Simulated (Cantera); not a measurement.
A perfectly stirred reactor is fed with CH₄ : H₂ : N₂ = 0.049 : 1 : 0.00016 (molar parts), at 0.247 atm; it is held at 1700 K, and followed from long to short residence time.

Computed with Cantera and GRI-Mech 3.0 (53 species, 325 reactions). GRI-Mech 3.0 stops at C3 and has no aromatics, soot or wall deposition, so with more carbon than oxygen in the feed, carbon stays in small species such as C2H2 where larger ones or solid carbon would form.

x: mole fraction; the columns are a selection and need not sum to one.

```csv
τ (s),x CH₄,x H₂,x C₂H,x H,x C₂H₆,x HCN,x CH₂
10,0.00730,0.973,3.09e-8,0.000290,2.58e-7,2.60e-10,1.34e-8
1.6,(withheld),0.970,(withheld),0.000284,(withheld),7.51e-11,(withheld)
0.26,0.0274,0.963,1.43e-8,0.000274,2.73e-6,2.15e-11,4.43e-8
0.042,(withheld),0.956,(withheld),0.000263,(withheld),4.67e-12,5.98e-8
0.0068,0.0454,0.953,6.28e-10,0.000243,6.23e-6,<1e-12,5.77e-8
0.0011,0.0465,0.953,1.30e-11,0.000159,3.15e-6,<1e-12,2.59e-8
0.00018,0.0467,0.953,<1e-12,3.92e-5,1.70e-7,<1e-12,1.62e-9
```

Complete the blanks.


- 1.6, x CH₄: 0.0143
- 1.6, x C₂H: 2.49e-8
- 1.6, x C₂H₆: 8.15e-7
- 1.6, x CH₂: 2.51e-8
- 0.042, x CH₄: 0.0402
- 0.042, x C₂H: 4.44e-9
- 0.042, x C₂H₆: 5.56e-6
